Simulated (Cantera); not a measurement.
An isothermal, constant-pressure homogeneous reactor starts with 27.0 % CH₄, 73.0 % H₂O, at 1623 K and 2800000 Pa.

Computed with Cantera and GRI-Mech 3.0 (53 species, 325 reactions). The pressure lies above the range GRI-Mech 3.0 was tuned for (to about 10 atm).

One state of this run: x CH₄ = 0.118; x H₂O = 0.578; x CH₂CO = 2.22e-5; x C₂H₄ = 0.0141; x HCO = 4.50e-9; x C₂H₆ = 0.000327; x C₂H = 2.54e-9. x: mole fraction; the columns are a selection and need not sum to one.

Question: Which value of t (s) does it belong to?
A) 0.000591
B) 3.44e-5
C) 0.0421
D) 3.00

Answer: C, 0.0421
